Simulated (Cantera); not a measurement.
An adiabatic, constant-volume homogeneous reactor starts with 3.64 % CH4, 20.2 % O2, 76.1 % N2, at 1723 K and 1050 Torr.

Cantera simulation using GRI-Mech 3.0 (53 species, 325 reactions); the numbers are that mechanism's predictions, not measurements.

x: mole fraction; the columns are a selection and need not sum to one.

| t (s) | T (K) | P (bar) | x CH4 | x O2 | x CH2CO | x CH3 | x O | x HCN | x H2 |
|---|---|---|---|---|---|---|---|---|---|
| 3.00e-6 | 1723 | 1.40 | 0.0364 | 0.202 | <1e-12 | 6.56e-6 | 2.17e-7 | <1e-12 | 7.79e-7 |
| 9.72e-6 | 1723 | 1.40 | 0.0364 | 0.202 | <1e-12 | ___ | ___ | <1e-12 | ___ |
| 3.15e-5 | 1723 | 1.40 | 0.0362 | 0.202 | 6.85e-10 | 0.000126 | 1.12e-6 | <1e-12 | 1.65e-5 |
| 0.000102 | 1756 | 1.43 | 0.0301 | 0.197 | 1.54e-5 | 0.00163 | 4.31e-5 | 3.57e-10 | 0.00145 |
| 0.000330 | 2553 | 2.09 | <1e-12 | 0.126 | <1e-12 | <1e-12 | 0.00498 | 2.06e-12 | 0.00106 |
| 0.00107 | 2554 | 2.09 | <1e-12 | 0.125 | <1e-12 | <1e-12 | 0.00463 | 2.50e-12 | 0.00100 |
| 0.00346 | 2544 | 2.08 | <1e-12 | 0.122 | <1e-12 | <1e-12 | 0.00438 | 3.42e-12 | 0.000969 |
| 0.0112 | 2530 | 2.07 | <1e-12 | 0.119 | <1e-12 | <1e-12 | 0.00404 | 4.23e-12 | 0.000925 |
| 0.0363 | 2525 | 2.07 | <1e-12 | 0.118 | <1e-12 | <1e-12 | 0.00394 | 4.40e-12 | 0.000912 |
| 0.118 | 2525 | 2.07 | <1e-12 | 0.118 | <1e-12 | <1e-12 | 0.00394 | 4.40e-12 | 0.000911 |
| 0.381 | 2525 | 2.07 | <1e-12 | 0.118 | <1e-12 | <1e-12 | 0.00394 | 4.40e-12 | 0.000911 |
| 1.23 | 2525 | 2.07 | <1e-12 | 0.118 | <1e-12 | <1e-12 | 0.00394 | 4.40e-12 | 0.000911 |
| 4.00 | 2525 | 2.07 | <1e-12 | 0.118 | <1e-12 | <1e-12 | 0.00394 | 4.40e-12 | 0.000911 |

**Question.** Fill in the missing entries.

**Answer.** 
- 9.72e-6, x CH3: 2.62e-5
- 9.72e-6, x O: 3.54e-7
- 9.72e-6, x H2: 3.01e-6
